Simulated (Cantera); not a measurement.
Input: 1 mol MgO, 14 mol Cl2, 2.9 mol N2, at 1673 K and 19.0 Pa.

Equilibrium computed with Cantera from the NASA thermochemical tables; the gas is ideal and each condensed phase is pure. Candidate condensed phases: Mg, MgCl2, MgO; 18 gas species. The numbers say what is thermodynamically allowed, not how fast it happens.

Question: What is the equilibrium state?

Answer: 
| Item | Result |
|---|---|
| x(Cl) | 0.849 |
| x(N2) | 0.0957 |
| x(MgCl2) | 0.0331 |
| x(O2) | 0.0162 |
| x(Cl2) | 0.00496 |
| x(O) | 0.000309 |
| x(NO) | 0.000253 |
| x(ClO) | 3.01e-5 |
| gas amount | 30.25 mol |
| log10 activity of Mg(l) (absent) | -12.12 |
